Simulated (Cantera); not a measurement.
Input: 1 mol Si, 0.56 mol Cl₂, 3.3 mol H₂, 4.1 mol HCl, at 1073 K and 1.00 bar.

Cantera equilibrium calculation (NASA polynomials, part measured and part estimated; ideal gas, pure solids and liquids). Candidate condensed phases: Si; 19 gas species. The tables' values for SiCl₃ are old estimates; treat these amounts as uncertain. The numbers say what is thermodynamically allowed, not how fast it happens.

Base state: H₂ 0.674, HCl 0.182, SiCl₄ 0.137, SiHCl₃ 0.00623, SiCl₃ 0.000316, SiH₂Cl₂ 3.30e-5, SiCl₂ 1.17e-5 (mole fractions); condensed: gas only.

Question: What changes in the equilibrium state with this change: HCl from 4.1 to 1 mol?

Answer: 
```
species       before     after
----------  --------  --------
H₂             0.674     0.849
SiCl₄          0.137    0.0814
SiHCl₃       0.00623    0.0450
HCl            0.182    0.0188
SiH₃Cl       4.60e-8   4.91e-5
SiH₂Cl₂      3.30e-5   0.00290
SiCl₂        1.17e-5  0.000813
SiCl₃       0.000316   0.00203
Si(s), mol         0     0.432
```

Question: What changes in the equilibrium state with this change: HCl from 4.1 to 5.4 mol?

Answer: 
| species | before | after |
|---|---|---|
| H₂ | 0.674 | 0.571 |
| HCl | 0.182 | 0.308 |
| SiCl₄ | 0.137 | 0.118 |
| SiH₂Cl₂ | 3.30e-5 | 7.12e-6 |
| SiCl₂ | 1.17e-5 | 2.97e-6 |
| SiHCl₃ | 0.00623 | 0.00269 |
| SiCl₃ | 0.000316 | 0.000148 |

Question: What changes in the equilibrium state with this change: Si replaced by SiCl₄?

Answer: 
| species | before | after |
|---|---|---|
| HCl | 0.182 | 0.583 |
| H₂ | 0.674 | 0.305 |
| SiCl₄ | 0.137 | 0.111 |
| SiH₂Cl₂ | 3.30e-5 | 5.31e-7 |
| SiCl₂ | 1.17e-5 | 4.15e-7 |
| SiHCl₃ | 0.00623 | 0.000710 |
| SiCl₃ | 0.000316 | 5.36e-5 |
